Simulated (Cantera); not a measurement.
Mixture: H2 : O2 : N2 = 1 : 0.962 : 3.85 (molar parts), equivalence ratio 0.52, at 0.470 bar, adiabatic and at constant volume. Ignition delay is the time to a rise of 400 K.

Model: the H2/O2 subset of GRI-Mech 3.0, which has no nitrogen chemistry, integrated in Cantera. Where the delays flatten at high temperature, the 400 K rule measures the pace of heat release, not the induction time.

Task: Predict: delay at 1075 K; delay at 1275 K; delay at 1475 K; delay at 1675 K; delay at 1875 K.

Result: 
| Property | Value |
|---|---|
| delay at 1075 K | 0.215 ms |
| delay at 1275 K | 84.3 µs |
| delay at 1475 K | 61.5 µs |
| delay at 1675 K | 66.8 µs |
| delay at 1875 K | 86.7 µs |
